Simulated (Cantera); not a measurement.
Charge: 1 mol B, 0.081 mol H2O, 0.35 mol N2, equilibrated at 1452 °C and 4.20 mbar.

Cantera equilibrium calculation (NASA polynomials, part measured and part estimated; ideal gas, pure solids and liquids). Candidate condensed phases: B, BN, B2O3, B3O3H3, H2O; 39 gas species. Mutual solubility and eutectic melting of coexisting phases are not modelled. The tables' values for BH2 are old estimates; treat these amounts as uncertain. Rates play no part.

Base state: H2 0.588, B2O2 0.202, HBO 0.164, B2O3 0.0289, BO 0.0119, HBO2 0.00300, H 0.00220, N2 0.000239 (mole fractions); condensed: B(s) + BN(s).

Q: What changes in the equilibrium state with this change: temperature from 1452 °C to 1152 °C?

A: 
| species | before | after |
|---|---|---|
| H2 | 0.588 | 0.970 |
| HBO | 0.164 | 0.0231 |
| B2O2 | 0.202 | 0.00506 |
| BO | 0.0119 | 7.20e-5 |
| B2O3 | 0.0289 | 0.00102 |
| N2 | 0.000239 | 1.58e-7 |
| B2O | 7.70e-5 | 1.27e-7 |
| B3O3H3 | 2.02e-5 | 0.000431 |
| B(s), mol | 0.223 | 0.245 |
| BN(s), mol | 0.700 | 0.700 |
| B2O3(l), mol | 0 | 0.0259 |
N2 is the only nitrogen source here; it is nearly inert below about 1500 K, so the nitride shown seldom forms there in practice.
